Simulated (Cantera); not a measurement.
Charge: 1 mol Pb, 0.038 mol H2, 0.47 mol N2, 0.63 mol O2, equilibrated at 875 K and 7.80 mbar.

Method: chemical equilibrium by Gibbs-energy minimisation in Cantera with the NASA 1993 tables (ideal gas, pure condensed phases). Candidate condensed phases: H2O, Pb, PbO, PbO2, Pb3O4; 27 gas species. Rates play no part.

Base state: N2 0.759, O2 0.179, H2O 0.0614 (mole fractions); condensed: PbO(yellow).

Q: What changes in the equilibrium state with this change: 0.32 mol NH3 added?

A: 
```json
[
 {"species": "N2", "before": "0.759", "after": "0.549"},
 {"species": "H2O", "before": "0.0614", "after": "0.451"},
 {"species": "Pb", "before": "<1e-9", "after": "8.64e-5"},
 {"species": "O2", "before": "0.179", "after": "<1e-9"},
 {"species": "H2", "before": "<1e-9", "after": "4.04e-5"},
 {"species": "PbO(yellow), mol", "before": "1.00", "after": "0.742"},
 {"species": "Pb(l), mol", "before": "0", "after": "0.258"}
]
```
